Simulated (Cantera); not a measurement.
## Adiabatic ignition

An adiabatic, constant-pressure homogeneous reactor starts with CH₄ : CO : O₂ : N₂ = 1 : 0.16 : 6.71 : 25.2 (molar parts), equivalence ratio 0.31, at 1623 K and 7500 Torr.

Computed with Cantera and GRI-Mech 3.0 (53 species, 325 reactions).

| t (s) | T (K) | x CH₄ | x CO | x O₂ | x C₂H₂ | x CO₂ | x NO | x H₂O |
|---|---|---|---|---|---|---|---|---|
| 6.00e-6 | 1623 | 0.0302 | 0.00484 | 0.203 | 1.05e-11 | 1.19e-6 | <1e-12 | 1.64e-5 |
| 2.58e-5 | 1627 | 0.0291 | 0.00492 | 0.202 | 6.51e-8 | 2.95e-5 | 2.54e-11 | 0.000837 |
| 0.000111 | 2285 | <1e-12 | 0.000369 | 0.139 | <1e-12 | 0.0347 | 4.61e-5 | 0.0591 |
| 0.000476 | 2285 | <1e-12 | 0.000314 | 0.139 | <1e-12 | 0.0348 | 0.000167 | 0.0591 |
| 0.00205 | 2284 | <1e-12 | 0.000312 | 0.139 | <1e-12 | 0.0348 | 0.000677 | 0.0591 |
| 0.00880 | 2280 | <1e-12 | 0.000304 | 0.138 | <1e-12 | 0.0348 | 0.00266 | 0.0591 |
| 0.0378 | 2268 | <1e-12 | 0.000286 | 0.136 | <1e-12 | 0.0348 | 0.00793 | 0.0592 |
| 0.162 | 2261 | <1e-12 | 0.000274 | 0.134 | <1e-12 | 0.0349 | 0.0113 | 0.0592 |
| 0.698 | 2261 | <1e-12 | 0.000274 | 0.134 | <1e-12 | 0.0349 | 0.0113 | 0.0592 |
| 3.00 | 2261 | <1e-12 | 0.000274 | 0.134 | <1e-12 | 0.0349 | 0.0113 | 0.0592 |
x: mole fraction; the columns are a selection and need not sum to one.

| Property | Value |
|---|---|
| time of steepest temperature rise | 48.2 µs |
| temperature at 3.00 s | 2261 K |
| equilibrium temperature | 2261 K |
| x(CH₄) at 3.00 s | <1e-12 (gas-phase equilibrium <1e-12) |
| x(CO) at 3.00 s | 0.000274 (gas-phase equilibrium 0.000274) |
| x(O₂) at 3.00 s | 0.134 (gas-phase equilibrium 0.134) |
